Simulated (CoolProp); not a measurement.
Vapour-liquid equilibrium of C3F8 (R218) (1) + R134a (2) at 0.0239 MPa; x and y are mole fractions of (1).

Model: multi-fluid Helmholtz-energy mixture model, Lemmon 2006 and Tillner-Roth 1994; pair parameters Bell 2016, in CoolProp.

Task: Give the bubble temperature and the first vapour's composition at x = 0.35, 0.5, 0.8. Is there an azeotrope?

Result: x = 0.35: 205.9 K, y = 0.659; x = 0.5: 205.7 K, y = 0.668; x = 0.8: 205.8 K, y = 0.720. y crosses x between x = 0.65 and 0.8: the model has an azeotrope there.

The pair parameters rest on a limited set of measurements; away from them the model extrapolates. With so large a gap from Raoult's law the liquid may split in two, which this calculation doesn't test in full.
